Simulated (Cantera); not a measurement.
Cantera run:

```python
import numpy as np
import cantera as ct

gas_names = [...]  # 58 gases of nasa_gas.yaml made of F, H, N, O, Si
cond_names = """
    H2O(s) H2O(L) Si(cr) Si(L) SiO2(Lqz) SiO2(hqz) SiO2(L) Si2N2O(s) Si3N4(a)
""".split()


# ... load() reads the species with a 1 bar reference pressure and builds the phases ...
atoms = {
    'SiO2': {'Si': 1, 'O': 2},
    'HF': {'H': 1, 'F': 1},
    'N2': {'N': 2},
}
top_T = {'Si2N2O(s)': 2100, 'Si3N4(a)': 2400}  # K; cautious upper limits of use, not melting points


# ... equilibrate(T, P, feed) seeds the gas with the atoms and calls Mixture.equilibrate('TP', solver="vcs", rtol=1e-11, max_steps=5000) ...
results = []
feed = {'SiO2': 1, 'HF': 41, 'N2': 1.6}  # mol
T = 1223.15  # K
for P in [1, 5.2, 27, 140, 720, 3700, 19000, 100000]:
    mix = equilibrate(T, P, feed)
    results.append((T, P, feed, dict(zip(mix.species_names, mix.species_moles))))

top = {s: max(r[3][s] / sum(r[3][g] for g in gas_names) for r in results) for s in gas_names}
cols = sorted((s for s in top if top[s] > 1e-06), key=lambda s: -top[s])[:8]
seen = [c for c in cond_names if any(r[3].get(c, 0) > 1e-12 for r in results)]
print("log10 of partial pressures in bar; condensed amounts in mol")
print(f"{'P/Pa':>10s}" + "".join(f"{s[:9]:>10s}" for s in cols + seen))
for T, P, feed, n in results:
    ng = sum(n[g] for g in gas_names)
    print(f"{P:10.4g}" + "".join(f"{np.log10(max(n[s] / ng * P / 1e5, 1e-99)):10.3f}" for s in cols)
          + "".join(f"{n.get(c, 0):10.4g}" for c in seen))
```

It prints:

```
log10 of partial pressures in bar; condensed amounts in mol
      P/Pa        HF       H2O        N2      SiF4        H2      H2F2        O2        OH SiO2(hqz)
         1    -5.030    -6.731    -6.421    -7.031    -9.506   -14.736    -9.831   -10.543    0.6069
       5.2    -4.323    -5.788    -5.703    -6.089    -8.877   -13.322    -9.204    -9.915    0.3422
        27    -3.620    -4.887    -4.984    -5.188    -8.276   -11.916    -8.604    -9.315         0
       140    -2.905    -4.172    -4.269    -4.473    -7.798   -10.486    -8.129    -8.839         0
       720    -2.194    -3.461    -3.558    -3.762    -7.323    -9.064    -7.657    -8.365         0
      3700    -1.483    -2.750    -2.847    -3.051    -6.847    -7.642    -7.186    -7.892         0
   1.9e+04    -0.772    -2.039    -2.136    -2.340    -6.372    -6.221    -6.716    -7.419         0
     1e+05    -0.051    -1.318    -1.415    -1.619    -5.889    -4.779    -6.240    -6.940         0
```

These are equilibrium values from Cantera (NASA tables, ideal gas, pure condensed phases), not measurements of a reactor. The tables hold silica as quartz up to 1696 K and as liquid above; real silica turns to tridymite and cristobalite and melts near 1996 K.
